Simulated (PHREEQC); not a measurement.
Dissolve 0.091 mol CuCl2, 0.053 mol H2SO4 and 0.0052 mol H3BO3 per kg of water at 76 °C. Closed to the air; pH follows from the charge balance.

Equilibrium calculation in PHREEQC: ion-association model, phreeqc.dat.

Precipitation was switched off in this run.

Q: Order these S species by the share of S that they hold, largest first: CuSO4, HSO4-, SO4-2.

A: HSO4- (77 %), SO4-2 (13 %), CuSO4 (9.9 %)

Q: Order these Cu species by the share of Cu that they hold, largest first: CuCl+, CuCl2, CuSO4, Cu+2.

A: Cu+2 (49 %), CuCl+ (43 %), CuSO4 (5.8 %), CuCl2 (2.2 %)

The pH is 1.30 and the ionic strength 0.245 mol/kgw. Complexes and solids missing from the database can't appear. Constants without temperature data keep their 25 °C values here.
